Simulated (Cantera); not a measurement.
An isothermal, constant-pressure homogeneous reactor starts with 51.0 % CH4, 49.0 % H2, at 1250 K and 0.132 atm.

Computed with Cantera and GRI-Mech 3.0 (53 species, 325 reactions). GRI-Mech 3.0 stops at C3 and has no aromatics, soot or wall deposition, so with more carbon than oxygen in the feed, carbon stays in small species such as C2H2 where larger ones or solid carbon would form.

x: mole fraction; the columns are a selection and need not sum to one.

| t (s) | x CH4 | x H2 | x C2H4 | x CH3 | x C2H2 | x C2H | x C2H6 |
|---|---|---|---|---|---|---|---|
| 0.000800 | 0.510 | 0.490 | 1.19e-12 | 1.52e-7 | <1e-12 | <1e-12 | 2.08e-11 |
| 0.00194 | 0.510 | 0.490 | 1.76e-11 | 3.68e-7 | <1e-12 | <1e-12 | 2.96e-10 |
| 0.00472 | 0.510 | 0.490 | 2.56e-10 | 8.88e-7 | <1e-12 | <1e-12 | 4.21e-9 |
| 0.0115 | 0.510 | 0.490 | 3.55e-9 | 2.06e-6 | <1e-12 | <1e-12 | 5.68e-8 |
| 0.0279 | 0.510 | 0.490 | ___ | ___ | 2.05e-11 | <1e-12 | ___ |
| 0.0678 | 0.510 | 0.490 | 3.38e-7 | 5.33e-6 | 5.69e-10 | <1e-12 | 3.58e-6 |
| 0.165 | 0.510 | 0.490 | 1.96e-6 | 5.81e-6 | 9.47e-9 | <1e-12 | 1.13e-5 |
| 0.400 | 0.510 | 0.490 | 1.05e-5 | 6.51e-6 | 1.36e-7 | <1e-12 | 2.54e-5 |
| 0.972 | 0.510 | 0.490 | 4.85e-5 | 7.22e-6 | 1.75e-6 | <1e-12 | 4.14e-5 |
| 2.36 | 0.510 | 0.490 | ___ | 7.47e-6 | ___ | <1e-12 | 4.75e-5 |
| 5.74 | 0.509 | 0.491 | 0.000396 | 7.51e-6 | 0.000112 | <1e-12 | 4.85e-5 |
| 13.9 | 0.507 | 0.492 | 0.000765 | 7.55e-6 | 0.000536 | <1e-12 | 4.98e-5 |
| 33.9 | 0.501 | 0.496 | 0.00133 | 7.58e-6 | 0.00187 | <1e-12 | 5.13e-5 |
| 82.3 | 0.488 | 0.504 | 0.00255 | 7.65e-6 | 0.00512 | 1.20e-12 | 5.46e-5 |
| 200 | 0.459 | 0.523 | 0.00536 | 7.86e-6 | 0.0123 | 3.16e-12 | 6.38e-5 |

### Question
Some entries are withheld; supply them.

### Answer

- 0.0279, x C2H4: 4.22e-8
- 0.0279, x CH3: 4.03e-6
- 0.0279, x C2H6: 6.12e-7
- 2.36, x C2H4: 0.000163
- 2.36, x C2H2: 1.69e-5
